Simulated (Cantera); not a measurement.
What does this Cantera script print?

```python
import numpy as np
import cantera as ct

gas = ct.Solution("h2o2.yaml")
gas.TPX = 498, 13000, {'H2': 1, 'O2': 0.781, 'N2': 2.89}
flame = ct.FreeFlame(gas, width=0.17)
flame.set_refine_criteria(ratio=3, slope=0.08, curve=0.16)
flame.transport_model = "mixture-averaged"
flame.solve(loglevel=0, auto=True)
z, T = flame.grid, flame.T
thick = (T[-1] - T[0]) / np.gradient(T, z).max()
show = ['H2', 'O2', 'O', 'HO2', 'H', 'OH']
print(f"laminar burning velocity  {flame.velocity[0] * 100:.3f} cm/s")
print(f"burnt temperature         {T[-1]:.1f} K")
print(f"thermal thickness         {thick * 1e3:.4f} mm")
print(f"grid points               {len(z)}")
z0 = z[flame.heat_release_rate.argmax()]
print(f"{'z/mm':>9s}{'T/K':>9s}{'u/(m/s)':>9s}" + "".join(f"{s:>11s}" for s in show))
rows = []
for k in (-3, -2, -1.5, -1, -0.5, -0.25, 0, 0.25, 0.5, 1, 2, 4, 8):
    zz = z0 + k * thick
    rows.append([k * thick, np.interp(zz, z, T), np.interp(zz, z, flame.velocity),
                 *(np.interp(zz, z, flame.X[gas.species_index(s)]) for s in show)])
    print(f"{rows[-1][0] * 1e3:9.3f}{rows[-1][1]:9.1f}{rows[-1][2]:9.3f}" + "".join(f"{x:11.3e}" for x in rows[-1][3:]))
```

It prints:

```
laminar burning velocity  311.827 cm/s
burnt temperature         2061.4 K
thermal thickness         5.9539 mm
grid points               132
     z/mm      T/K  u/(m/s)         H2         O2          O        HO2          H         OH
  -17.862    498.0    3.118  2.141e-01  1.672e-01  1.938e-17  1.223e-14  3.757e-18  3.281e-19
  -11.908    498.0    3.118  2.141e-01  1.672e-01  6.245e-14  2.317e-11  7.784e-14  1.067e-15
   -8.931    498.0    3.118  2.141e-01  1.672e-01  2.355e-12  7.403e-10  9.784e-12  4.142e-14
   -5.954    498.0    3.118  2.141e-01  1.672e-01  7.893e-10  1.810e-07  1.353e-08  3.848e-11
   -2.977    507.5    3.168  2.111e-01  1.674e-01  5.150e-06  7.510e-05  1.080e-04  3.397e-05
   -1.488    663.4    4.070  1.849e-01  1.642e-01  1.522e-04  4.769e-05  4.650e-03  4.041e-04
    0.000   1028.2    6.123  9.280e-02  1.312e-01  5.213e-03  2.018e-05  3.162e-02  2.143e-03
    1.488   1295.7    7.637  2.651e-02  8.463e-02  1.403e-02  1.074e-05  4.418e-02  6.259e-03
    2.977   1421.6    8.329  1.878e-02  7.563e-02  1.541e-02  8.087e-06  3.768e-02  8.354e-03
    5.954   1556.7    9.046  1.737e-02  7.227e-02  1.409e-02  6.224e-06  2.747e-02  1.049e-02
   11.908   1693.3    9.748  1.503e-02  6.971e-02  1.153e-02  4.674e-06  1.778e-02  1.210e-02
   23.816   1819.7   10.380  1.150e-02  6.780e-02  8.352e-03  3.321e-06  9.925e-03  1.255e-02
   47.631   1924.8   10.894  7.514e-03  6.669e-02  5.215e-03  2.209e-06  4.562e-03  1.151e-02
```

Model: the H2/O2 subset of GRI-Mech 3.0, which has no nitrogen chemistry, integrated in Cantera. Burning velocities carry a grid error of a few per cent, more on coarse grids. Lean hydrogen flames are cellular in practice and burn faster than this planar one.
